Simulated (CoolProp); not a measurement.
Vapour pressure (bar) of C3F8 (R218): the reference equation beside estimates from Tc = 345.0 K, pc = 26.40 bar, ω = 0.317. Clausius-Clapeyron is anchored at 179.1 K with a constant enthalpy of vaporisation of 23.29 kJ/mol.

Computed with CoolProp (reference Helmholtz-energy equation of state, Lemmon 2006). It is a short technical equation, of lower accuracy than the large ones.

```json
[
 {"T (K)": "159.3", "reference": "0.003696", "Lee-Kesler": "0.003547", "Clausius-Clapeyron": "0.003904", "van der Waals": "0.4192", "Redlich-Kwong": "0.01839", "Soave-Redlich-Kwong": "0.003677", "Peng-Robinson": "0.004151"},
 {"T (K)": "179.1", "reference": "0.02727", "Lee-Kesler": "0.02628", "Clausius-Clapeyron": "0.02727", "van der Waals": "0.9417", "Redlich-Kwong": "0.09879", "Soave-Redlich-Kwong": "(withheld)", "Peng-Robinson": "0.02891"},
 {"T (K)": "198.8", "reference": "0.1254", "Lee-Kesler": "0.1224", "Clausius-Clapeyron": "0.1285", "van der Waals": "1.808", "Redlich-Kwong": "0.3488", "Soave-Redlich-Kwong": "0.1241", "Peng-Robinson": "0.1286"},
 {"T (K)": "218.5", "reference": "0.4174", "Lee-Kesler": "0.4128", "Clausius-Clapeyron": "0.4576", "van der Waals": "3.111", "Redlich-Kwong": "0.9327", "Soave-Redlich-Kwong": "0.4145", "Peng-Robinson": "0.4202"},
 {"T (K)": "238.2", "reference": "1.100", "Lee-Kesler": "1.099", "Clausius-Clapeyron": "1.321", "van der Waals": "4.930", "Redlich-Kwong": "2.052", "Soave-Redlich-Kwong": "1.098", "Peng-Robinson": "1.098"},
 {"T (K)": "257.9", "reference": "2.444", "Lee-Kesler": "2.454", "Clausius-Clapeyron": "3.244", "van der Waals": "7.337", "Redlich-Kwong": "3.924", "Soave-Redlich-Kwong": "2.455", "Peng-Robinson": "2.433"},
 {"T (K)": "277.6", "reference": "4.777", "Lee-Kesler": "4.804", "Clausius-Clapeyron": "7.011", "van der Waals": "10.39", "Redlich-Kwong": "6.762", "Soave-Redlich-Kwong": "4.829", "Peng-Robinson": "4.766"},
 {"T (K)": "297.3", "reference": "8.478", "Lee-Kesler": "8.521", "Clausius-Clapeyron": "13.68", "van der Waals": "14.15", "Redlich-Kwong": "10.77", "Soave-Redlich-Kwong": "(withheld)", "Peng-Robinson": "8.502"},
 {"T (K)": "317", "reference": "13.99", "Lee-Kesler": "14.06", "Clausius-Clapeyron": "24.57", "van der Waals": "18.65", "Redlich-Kwong": "16.12", "Soave-Redlich-Kwong": "14.25", "Peng-Robinson": "14.11"},
 {"T (K)": "336.7", "reference": "21.97", "Lee-Kesler": "22.06", "Clausius-Clapeyron": "41.21", "van der Waals": "(withheld)", "Redlich-Kwong": "23.00", "Soave-Redlich-Kwong": "22.22", "Peng-Robinson": "22.14"}
]
```

Q: Complete the blanks.

A: 
- 179.1, Soave-Redlich-Kwong: 0.02695
- 297.3, Soave-Redlich-Kwong: 8.616
- 336.7, van der Waals: 23.93

Absolute difference from the reference over all 10 rows, mean and median: Lee-Kesler 1.4 and 0.5 %, Clausius-Clapeyron 34.2 and 26.4 %, van der Waals 1735.7 and 274.2 %, Redlich-Kwong 119.7 and 73.6 %, Soave-Redlich-Kwong 1.0 and 1.1 %, Peng-Robinson 2.4 and 0.7 %.
